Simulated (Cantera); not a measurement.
A perfectly stirred reactor is fed with N2O : H2O = 1 : 0.021 (molar parts), at 0.0326 atm; it is held at 1475 K, and followed from long to short residence time.

Model: GRI-Mech 3.0 (53 species, 325 reactions), integrated in Cantera. GRI-Mech 3.0 was tuned for natural gas; its chemistry of N2O as a main component is partial and can be far from experiment. Radical loss at walls, strong at low pressure, is not modelled. The temperature is held fixed by assumption; the heat of reaction is taken as removed at once.

### Question
Predict: x(N2O) at τ = 20.0 s; x(H2O) at τ = 20.0 s; x(OH) at τ = 20.0 s; x(NO) at τ = 20.0 s; x(N2O) at τ = 82.0 ms; x(H2O) at τ = 82.0 ms; x(OH) at τ = 82.0 ms; x(NO) at τ = 82.0 ms; x(H2O2) at τ = 82.0 ms.

### Answer
| Item | Result |
|---|---|
| x(N2O) at τ = 20.0 s | 0.0233 |
| x(H2O) at τ = 20.0 s | 0.0139 |
| x(OH) at τ = 20.0 s | 0.000133 |
| x(NO) at τ = 20.0 s | 0.114 |
| x(N2O) at τ = 82.0 ms | 0.825 |
| x(H2O) at τ = 82.0 ms | 0.0194 |
| x(OH) at τ = 82.0 ms | 0.000152 |
| x(NO) at τ = 82.0 ms | 0.0212 |
| x(H2O2) at τ = 82.0 ms | 1.32e-8 |
